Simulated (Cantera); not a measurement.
Thermodynamics of abatement and gas-phase synthesis, feed H2S + SO2 + O2 + H2

A closed system holds: 1 mol H2S, 0.043 mol SO2, 0.48 mol O2, 0.18 mol H2, held at 0.320 bar.

Cantera equilibrium calculation (NASA polynomials, part measured and part estimated; ideal gas, pure solids and liquids). Candidate condensed phases: H2O, H2SO4, S; 19 gas species. Gases not in the tables: S3 to S7. Rates play no part.

From 750 K to 2150 K nothing is condensed.

| T (K) | x H2O | x H2 | x H2S | x S2 | x SO2 | x SO | x S8 | x SH |
|---|---|---|---|---|---|---|---|---|
| 750 | 0.552 | 0.000305 | 0.252 | 0.0896 | 0.0792 | 1.03e-7 | 0.0245 | 2.14e-7 |
| 950 | 0.529 | 0.00361 | 0.212 | 0.188 | 0.0639 | 6.76e-6 | 7.41e-7 | 1.33e-5 |
| 1150 | 0.548 | 0.0192 | 0.166 | 0.213 | 0.0496 | 8.94e-5 | 2.32e-10 | 0.000169 |
| 1350 | 0.539 | 0.0564 | 0.124 | 0.228 | 0.0480 | 0.000587 | <1e-12 | 0.000949 |
| 1550 | 0.506 | 0.110 | 0.0861 | 0.234 | 0.0560 | 0.00257 | <1e-12 | 0.00314 |
| 1750 | 0.459 | 0.166 | 0.0577 | 0.229 | 0.0690 | 0.00832 | <1e-12 | 0.00738 |
| 1950 | 0.406 | 0.218 | 0.0388 | 0.214 | 0.0819 | 0.0209 | <1e-12 | 0.0138 |
| 2150 | 0.351 | 0.262 | 0.0262 | 0.192 | 0.0904 | 0.0428 | <1e-12 | 0.0218 |
x: gas mole fraction; nothing condenses.
